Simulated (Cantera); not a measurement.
An adiabatic, constant-pressure homogeneous reactor starts with 12.3 % CH4, 3.80 % CO, 17.7 % O2, 66.3 % N2, at 1773 K and 0.220 bar.

Computed with Cantera and GRI-Mech 3.0 (53 species, 325 reactions).

Question: Predict: time of steepest temperature rise; temperature at 2.00 s; equilibrium temperature; x(CO) at 2.00 s; x(O2) at 2.00 s; x(H2O) at 2.00 s; x(CO2) at 2.00 s.

Answer: 
```json
{
 "time_of_steepest_temperature_rise": "0.575 ms",
 "temperature at 2.00 s": "2715 K",
 "equilibrium_temperature": "2715 K",
 "x(CO) at 2.00 s": "0.110 (gas-phase equilibrium 0.110)",
 "x(O2) at 2.00 s": "0.00518 (gas-phase equilibrium 0.00518)",
 "x(H2O) at 2.00 s": "0.134 (gas-phase equilibrium 0.134)",
 "x(CO2) at 2.00 s": "0.0350 (gas-phase equilibrium 0.0350)"
}
```
